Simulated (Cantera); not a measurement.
Feed: 1 mol HMDSO, 6.7 mol O3, held at 1600 K and 51.0 Pa.

These are equilibrium values from Cantera (NASA tables, ideal gas, pure condensed phases), not measurements of a reactor. Candidate condensed phases: C, C6H6, C7H8, C8H18, H2O, Si, SiC, SiO2; 123 gas species. The feed counts by its element totals alone. The tables hold silica as quartz up to 1696 K and as liquid above; real silica turns to tridymite and cristobalite and melts near 1996 K. The numbers say what is thermodynamically allowed, not how fast it happens.

Base state: H2O 0.495, CO2 0.245, CO 0.155, H2 0.104, H 0.000778, OH 0.000144, SiO 1.06e-5 (mole fractions); condensed: SiO2(β-quartz).

Q: What changes in the equilibrium state with this change: O3 from 6.7 to 7.8 mol?

A: 
```json
[
 {"species": "H2O", "before": "0.495", "after": "0.585"},
 {"species": "CO2", "before": "0.245", "after": "0.373"},
 {"species": "CO", "before": "0.155", "after": "0.0265"},
 {"species": "H2", "before": "0.104", "after": "0.0138"},
 {"species": "SiO", "before": "1.06e-5", "after": "1.19e-6"},
 {"species": "O2", "before": "1.94e-6", "after": "0.000154"},
 {"species": "OH", "before": "0.000144", "after": "0.000469"},
 {"species": "H", "before": "0.000778", "after": "0.000283"},
 {"species": "SiO2(β-quartz), mol", "before": "2.00", "after": "2.00"}
]
```

Q: What changes in the equilibrium state with this change: temperature from 1600 K to 998.15 K?

A: 
```csv
species,before,after
H2O,0.495,0.427
CO2,0.245,0.313
H2,0.104,0.173
CO,0.155,0.0873
SiO,1.06e-5,<1e-9
OH,0.000144,<1e-9
H,0.000778,3.97e-8
"SiO2(β-quartz), mol",2.00,2.00
```
